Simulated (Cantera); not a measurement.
An isothermal, constant-pressure homogeneous reactor starts with N2O : O2 = 1 : 1.9 (molar parts), at 1100 K and 0.00513 atm. Integrator tolerance rtol = 1e-08.

Model: GRI-Mech 3.0 (53 species, 325 reactions), integrated in Cantera. GRI-Mech 3.0 was tuned for natural gas; its chemistry of N2O as a main component is partial and can be far from experiment. Radical loss at walls, strong at low pressure, is not modelled. The mechanism lacks the step 2 NO + O2 → 2 NO2, which can matter for NO2 below about 1400 K. The temperature is held fixed by assumption; the heat of reaction is taken as removed at once.

Question: What does this change do: pressure from 0.00513 atm to 0.849 atm?

Answer: 
| quantity | before | after |
|---|---|---|
| x(N2O) at 3.00 s | 0.344 (gas-phase equilibrium 3.17e-10) | 0.279 (gas-phase equilibrium 4.07e-9) |
| x(O2) at 3.00 s | 0.655 (gas-phase equilibrium 0.706) | 0.663 (gas-phase equilibrium 0.706) |
| x(NO) at 3.00 s | 2.85e-5 (gas-phase equilibrium 9.57e-5) | 0.00370 (gas-phase equilibrium 9.57e-5) |
| x(NO2) at 3.00 s | 1.23e-9 (gas-phase equilibrium 3.61e-7) | 4.38e-5 (gas-phase equilibrium 4.64e-6) |
| x(O) at 3.00 s | 3.32e-7 (gas-phase equilibrium 2.93e-8) | 2.80e-7 (gas-phase equilibrium 2.28e-9) |
